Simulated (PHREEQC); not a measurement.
A solution holds 0.0099 mol/kgw NH4Cl, 0.0028 mol/kgw Na2HPO4 and 0.037 mol/kgw NaCl, at 25 °C and 50 atm. Closed to the air; pH follows from the charge balance.

Computed with PHREEQC (ion-association model, phreeqc.dat).

This is a speciation only: nothing precipitates in the calculation.

Question: Order these P species by the share of P that they hold, largest first: H2PO4-, HPO4-2, NaHPO4-.

Answer: HPO4-2 (86 %), H2PO4- (11 %), NaHPO4- (3.0 %)

The pH is 7.84 and the ionic strength 0.0545 mol/kgw. Under pressure, the constants of complexes without a molar volume in the database are unreliable.
